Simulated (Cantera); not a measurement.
A closed system holds: 1 mol Si₃N₄, 0.0084 mol Si, 0.12 mol N₂, 0.09 mol C, equilibrated at 1800 °C and 84.0 Pa.

These are equilibrium values from Cantera (NASA tables, ideal gas, pure condensed phases), not measurements of a reactor. Candidate condensed phases: C, Si, SiC, Si₃N₄; 20 gas species. Mutual solubility and eutectic melting of coexisting phases are not modelled. The tables' values for SiN are old estimates; treat these amounts as uncertain. The numbers say what is thermodynamically allowed, not how fast it happens.

Base state: N₂ 0.874, Si 0.119, Si₂C 0.00438, Si₂ 0.00146, Si₂N 0.000870, SiN 0.000707, Si₃ 0.000302, SiC₂ 3.45e-5 (mole fractions); condensed: Si(l) + SiC(s).

Problem. What changes in the equilibrium state with this change: C from 0.09 to 0.0085 mol?

Solution. 
```csv
species,before,after
N₂,0.874,0.875
Si,0.119,0.119
Si₂C,0.00438,0.00346
SiC₂,3.45e-5,2.16e-5
SiN,0.000707,0.000708
Si₂N,0.000870,0.000870
Si₃,0.000302,0.000302
"Si(l), mol",2.60,2.69
"SiC(s), mol",0.0792,0
```
